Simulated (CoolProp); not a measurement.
Values from CoolProp's reference Helmholtz-energy equation of state, Colonna 2008. It is a short technical equation, of lower accuracy than the large ones.

Q: For dodecamethylcyclohexasiloxane (D6), give the phase and the density (kg/m³), isothermal compressibility (1/MPa), expansivity (1/kK), fugacity coefficient at 620 K and 0.114 MPa.

A: 
- 620 K and 0.114 MPa: gas; density 10.4, isothermal compressibility 9.33, expansivity 1.96, fugacity coefficient 0.944
